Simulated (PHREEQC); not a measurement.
Make-up at 14 °C: 0.00039 mol Na2CO3 per kg of water. Closed to the air; pH follows from the charge balance.

Computed with PHREEQC (ion-association model, phreeqc.dat).

No solid was allowed to form.

Question: Order these C species by the share of C that they hold, largest first: HCO3-, CO3-2, NaCO3-.

Answer: CO3-2 (59 %), HCO3- (40 %), NaCO3- (0.42 %)

The pH is 10.56 and the ionic strength 0.00101 mol/kgw. Constants without temperature data keep their 25 °C values here.
